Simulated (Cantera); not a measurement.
A perfectly stirred reactor is fed with 2.38 % CH4, 97.6 % N2, at 20.0 Torr; it is held at 1550 K, and followed from long to short residence time.

Computed with Cantera and GRI-Mech 3.0 (53 species, 325 reactions). GRI-Mech 3.0 stops at C3 and has no aromatics, soot or wall deposition, so with more carbon than oxygen in the feed, carbon stays in small species such as C2H2 where larger ones or solid carbon would form. Radical loss at walls, strong at low pressure, is not modelled.

Question: Predict: x(CH4) at τ = 24.0 s; x(HCN) at τ = 24.0 s; x(C2H) at τ = 24.0 s; x(CH3) at τ = 24.0 s; x(H) at τ = 24.0 s; x(CH4) at τ = 33.0 ms; x(CH3) at τ = 33.0 ms; x(H) at τ = 33.0 ms.

Answer: 
```
Property                Result
---------------------  -------
x(CH4) at τ = 24.0 s   0.00427
x(HCN) at τ = 24.0 s   2.41e-6
x(C2H) at τ = 24.0 s   1.72e-8
x(CH3) at τ = 24.0 s   6.09e-5
x(H) at τ = 24.0 s     2.04e-5
x(CH4) at τ = 33.0 ms   0.0238
x(CH3) at τ = 33.0 ms  3.53e-5
x(H) at τ = 33.0 ms    5.69e-8
```
